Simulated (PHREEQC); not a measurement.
A solution holds 0.0094 mol KCl per kg of water, at 5 °C. Closed to the air; pH follows from the charge balance.

All values are PHREEQC results (ion-association model, phreeqc.dat), not measurements.

```
quantity                   before    after
------------------------  -------  -------
pH                           7.36     6.63
ionic strength (mol/kgw)  0.00940  0.00940
SI of Sylvite (KCl)         -4.93    -5.16
```

Which change was made?
A) temperature from 5 to 50 °C
B) 0.017 mol/kgw HF added
C) KCl from 0.0094 to 0.0141 mol/kgw
D) diluted 2-fold with water
E) diluted 100-fold with water

A, temperature from 5 to 50 °C

No solid was allowed to form. Constants without temperature data keep their 25 °C values here.
